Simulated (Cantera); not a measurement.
## Diamond growth

A diamond (100) surface in a fixed gas of H2 with x(CH4) = 0.0027, x(H) = 0.0034, at 1200 K, 19.5 Torr; coverages are run to steady state.

Detailed kinetics in Cantera: the Harris–Goodwin 1993 mechanism for the reconstructed diamond (100) surface.

```json
[
 {"x(CH3)": "1e-06", "growth (µm/h)": "0.00483", "θ c6HH": "0.445", "θ c6H*": "0.0382", "θ c6*H": "0.488", "θ c6**": "0.0283", "θ c6HM": "8.68e-6"},
 {"x(CH3)": "2.3e-06", "growth (µm/h)": "0.0111", "θ c6HH": "0.445", "θ c6H*": "0.0382", "θ c6*H": "0.488", "θ c6**": "0.0283", "θ c6HM": "2.00e-5"},
 {"x(CH3)": "5.5e-06", "growth (µm/h)": "0.0266", "θ c6HH": "0.445", "θ c6H*": "0.0382", "θ c6*H": "0.488", "θ c6**": "0.0283", "θ c6HM": "4.77e-5"},
 {"x(CH3)": "1.3e-05", "growth (µm/h)": "0.0628", "θ c6HH": "0.445", "θ c6H*": "0.0382", "θ c6*H": "0.488", "θ c6**": "0.0283", "θ c6HM": "0.000113"},
 {"x(CH3)": "3e-05", "growth (µm/h)": "0.145", "θ c6HH": "0.445", "θ c6H*": "0.0381", "θ c6*H": "0.488", "θ c6**": "0.0283", "θ c6HM": "0.000260"},
 {"x(CH3)": "7e-05", "growth (µm/h)": "0.337", "θ c6HH": "0.445", "θ c6H*": "0.0381", "θ c6*H": "0.488", "θ c6**": "0.0282", "θ c6HM": "0.000606"},
 {"x(CH3)": "0.00016", "growth (µm/h)": "0.766", "θ c6HH": "0.444", "θ c6H*": "0.0381", "θ c6*H": "0.487", "θ c6**": "0.0280", "θ c6HM": "0.00138"},
 {"x(CH3)": "0.00038", "growth (µm/h)": "1.80", "θ c6HH": "0.443", "θ c6H*": "0.0379", "θ c6*H": "0.485", "θ c6**": "0.0275", "θ c6HM": "0.00325"},
 {"x(CH3)": "0.00089", "growth (µm/h)": "4.09", "θ c6HH": "0.440", "θ c6H*": "0.0376", "θ c6*H": "0.481", "θ c6**": "0.0264", "θ c6HM": "0.00745"}
]
```
θ: site fractions in the mechanism's names (c6HH fully hydrogenated, c6H* and c6*H radical sites, c6** diradical, c6HM methylated).
